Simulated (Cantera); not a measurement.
Input: 1 mol Al, 3.3 mol Cl2, 9.7 mol N2, 0.31 mol BCl3, equilibrated at 400 °C and 0.00240 bar.

These are equilibrium values from Cantera (NASA tables, ideal gas, pure condensed phases), not measurements of a reactor. The numbers say what is thermodynamically allowed, not how fast it happens.

```csv
species,before,after
N2,0.758,0.781
Cl2,0.141,0.145
Al2Cl6,0.00135,0.0313
AlCl3,0.0755,0.0178
BCl3,0.0242,0.0250
```
Gas species are given as mole fractions.

Question: What was changed between the two runs?
A. N2 from 9.7 to 0.33 mol
B. pressure from 0.00240 bar to 1.00 bar
C. temperature from 400 °C to 1102 °C
D. Cl2 from 3.3 to 9.8 mol

Answer: B, pressure from 0.00240 bar to 1.00 bar
